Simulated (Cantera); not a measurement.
Input: 1 mol SiH₂Cl₂, 0.14 mol O₂, 33 mol H₂, at 0.133 bar.

Cantera equilibrium calculation (NASA polynomials, part measured and part estimated; ideal gas, pure solids and liquids). Candidate condensed phases: H₂O, Si, SiO₂; 30 gas species. The tables' values for SiCl, SiCl₃ are old estimates; treat these amounts as uncertain. Gases not in the tables: Si₂H₆ and higher silanes. The numbers say what is thermodynamically allowed, not how fast it happens.

Task: At 1875 K, list the 4 most abundant gas species with their mole fractions, and the condensed phases.

Result: H₂ 0.940, HCl 0.0446, SiO 0.00793, SiCl₂ 0.00591. Condensed: Si(l).
